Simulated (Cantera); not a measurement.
What does this Cantera script print?

```python
import numpy as np
import cantera as ct

surf = ct.Interface("diamond.yaml", "diamond_100")
gas, bulk = surf.adjacent["gas"], surf.adjacent["diamond"]
k = surf.kinetics_species_index(bulk.species_names[0])
cover = ["c6HH", "c6H*", "c6*H", "c6**", "c6HM", "c6B"]

rows, drift = [], 0.0
print(f"{'T':>10s}{'um/h':>11s}" + "".join(f"{s:>11s}" for s in cover))
for v in [950, 1000, 1050, 1100, 1150, 1200, 1250, 1300, 1350, 1400]:
    T, P, xH, xCH3 = v, 11000, 0.00059, 2.4e-05
    gas.TPX = T, P, {"H": xH, "CH3": xCH3, "CH4": 0.0096, "H2": 1 - xH - xCH3 - 0.0096}
    surf.TP = bulk.TP = T, P
    surf.coverages = "c6H*:0.1, c6HH:0.9"
    surf.advance_coverages(100.0)
    before = surf.coverages
    surf.advance_coverages(100.0)
    drift = max(drift, np.max(np.abs(surf.coverages - before) / (surf.coverages + 1e-9)))
    rate = surf.net_production_rates[k] * bulk.mean_molecular_weight / bulk.density * 3.6e9
    rows.append([rate, *surf[cover].coverages])
    print(f"{v:10.4g}{rate:11.4e}" + "".join(f"{x:11.3e}" for x in rows[-1][1:]))
```

It prints:

```
         T       um/h       c6HH       c6H*       c6*H       c6**       c6HM        c6B
       950 9.8776e-01  6.261e-01  1.358e-02  3.221e-01  5.915e-03  2.474e-02  2.680e-09
      1000 1.1323e+00  5.886e-01  1.764e-02  3.609e-01  8.292e-03  1.793e-02  3.073e-09
      1050 1.0761e+00  5.551e-01  2.211e-02  3.957e-01  1.099e-02  1.115e-02  2.920e-09
      1100 7.9610e-01  5.258e-01  2.684e-02  4.251e-01  1.382e-02  5.457e-03  2.160e-09
      1150 4.9559e-01  5.005e-01  3.159e-02  4.477e-01  1.652e-02  2.153e-03  1.345e-09
      1200 3.1637e-01  4.800e-01  3.621e-02  4.634e-01  1.886e-02  7.646e-04  8.585e-10
      1250 2.3868e-01  4.651e-01  4.059e-02  4.729e-01  2.070e-02  2.661e-04  6.477e-10
      1300 2.0540e-01  4.560e-01  4.464e-02  4.769e-01  2.199e-02  9.383e-05  5.574e-10
      1350 1.7177e-01  4.523e-01  4.831e-02  4.763e-01  2.273e-02  3.367e-05  4.661e-10
      1400 1.1921e-01  4.535e-01  5.155e-02  4.718e-01  2.298e-02  1.241e-05  3.235e-10
```

Model: the Harris–Goodwin 1993 mechanism for the reconstructed diamond (100) surface, integrated in Cantera.
